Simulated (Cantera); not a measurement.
# toluene + H2O + H2 (carbon deposition, reforming and gasification)

Input: 1 mol toluene, 5.7 mol H2O, 0.81 mol H2, at 1275 K.

Equilibrium computed with Cantera from the NASA thermochemical tables; the gas is ideal and each condensed phase is pure. Candidate condensed phases: C, C6H6, C7H8, C8H18, H2O; 110 gas species. The ideal-gas law is rough above about 30 bar. Equilibrium is a limit: real reactors are often held back by kinetics, nucleation or transport.

| P (Pa) | x H2 | x CO | x CH4 | x H2O | x CO2 | x C2H6 | n C(graphite) |
|---|---|---|---|---|---|---|---|
| 10 | 0.648 | 0.352 | 3.90e-7 | 2.66e-7 | 8.67e-8 | <1e-12 | 1.30 |
| 56 | 0.648 | 0.352 | 2.18e-6 | 1.49e-6 | 4.85e-7 | <1e-12 | 1.30 |
| 320 | 0.648 | 0.352 | 1.25e-5 | 8.51e-6 | 2.77e-6 | <1e-12 | 1.30 |
| 1800 | 0.648 | 0.352 | 7.01e-5 | 4.78e-5 | 1.56e-5 | 9.04e-12 | 1.30 |
| 10000 | 0.648 | 0.351 | 0.000389 | 0.000265 | 8.66e-5 | 2.78e-10 | 1.30 |
| 56000 | 0.645 | 0.351 | 0.00216 | 0.00148 | 0.000483 | 8.63e-9 | 1.30 |
| 320000 | 0.631 | 0.346 | 0.0118 | 0.00815 | 0.00269 | 2.64e-7 | 1.28 |
| 1800000 | 0.570 | 0.324 | 0.0542 | 0.0387 | 0.0132 | 6.15e-6 | 1.27 |
| 10000000 | 0.417 | 0.254 | 0.161 | 0.123 | 0.0452 | 7.41e-5 | 1.39 |
x: gas mole fraction; n: condensed amount in mol.

From 10.0 Pa to 100 bar the condensed part is C(graphite). The main C-bearing gas is CO throughout. The share of C in condensed phases is highest at 100 bar (19.9 %) and lowest at 18.0 bar (18.1 %).
